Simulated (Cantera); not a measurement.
A Cantera script and its output.

```python
import numpy as np
import cantera as ct

gas = ct.Solution("gri30.yaml")
gas.TPX = 1300, 490000, {'CH3OH': 0.018, 'O2': 0.0065, 'N2': 1}
reactor = ct.IdealGasConstPressureReactor(gas, energy="off", clone=False)
net = ct.ReactorNet([reactor])
net.rtol, net.atol = 1e-08, 1e-18
show = ['CH3OH', 'O2', 'H', 'NO2', 'H2', 'CH3', 'C2H2']
times = np.geomspace(6e-05, 2, 9)

steps = ct.SolutionArray(gas, extra=["t"])
rows = []
print(f"{'t/s':>10s}{'T/K':>9s}{'P/Pa':>11s}" + "".join(f"{s:>11s}" for s in show))
for t in times:
    while net.time < t:
        t_next = net.step()
        steps.append(gas.state, t=t_next)
    rows.append([np.interp(t, steps.t, y) for y in (steps.T, steps.P, *steps(*show).X.T)])
    print(f"{t:10.3e}{rows[-1][0]:9.1f}{rows[-1][1]:11.4g}" + "".join(f"{x:11.3e}" for x in rows[-1][2:]))
rate = np.gradient(steps.T, steps.t)
print("integrator steps:", len(steps.t))
if steps.T.max() > steps.T[0] + 200:
    print(f"time of steepest temperature rise: {steps.t[rate.argmax()]:.4e} s")
gas.TPX = 1300, 490000, {'CH3OH': 0.018, 'O2': 0.0065, 'N2': 1}
gas.equilibrate("TP")
print(f"equilibrium (TP): T = {gas.T:.1f} K  " + "  ".join(f"{s} {gas[s].X[0]:.3e}" for s in show))
```

Output:

```
       t/s      T/K       P/Pa      CH3OH         O2          H        NO2         H2        CH3       C2H2
 6.000e-05   1300.0    4.9e+05  1.756e-02  6.341e-03  8.567e-09  1.804e-16  3.882e-06  3.379e-07  1.618e-12
 2.206e-04   1300.0    4.9e+05  1.753e-02  6.327e-03  1.793e-08  1.400e-14  2.195e-05  2.712e-07  6.029e-12
 8.107e-04   1300.0    4.9e+05  1.665e-02  6.068e-03  3.507e-07  2.029e-12  5.450e-04  8.877e-08  2.573e-11
 2.980e-03   1300.0    4.9e+05  3.545e-09  1.551e-05  8.303e-05  6.264e-14  2.252e-02  5.284e-07  2.053e-08
 1.095e-02   1300.0    4.9e+05  3.935e-10  2.644e-06  2.765e-06  1.101e-13  2.264e-02  5.367e-08  4.158e-08
 4.027e-02   1300.0    4.9e+05  1.097e-10  1.207e-06  7.644e-07  6.120e-14  2.268e-02  1.559e-08  5.095e-08
 1.480e-01   1300.0    4.9e+05  3.902e-11  4.549e-07  2.764e-07  2.032e-14  2.273e-02  5.702e-09  5.601e-08
 5.441e-01   1300.0    4.9e+05  1.564e-11  1.155e-07  1.127e-07  3.761e-15  2.279e-02  2.331e-09  5.786e-08
 2.000e+00   1300.0    4.9e+05  1.058e-11  7.411e-09  7.818e-08  1.142e-16  2.292e-02  1.611e-09  5.744e-08
integrator steps: 2435
equilibrium (TP): T = 1300.0 K  CH3OH 3.161e-13  O2 2.202e-16  H 7.926e-08  NO2 1.096e-20  H2 2.482e-02  CH3 2.427e-12  C2H2 3.897e-14
```

Model: GRI-Mech 3.0 (53 species, 325 reactions), integrated in Cantera. GRI-Mech 3.0 was tuned for natural gas; its chemistry of methanol as a main component is partial and can be far from experiment.
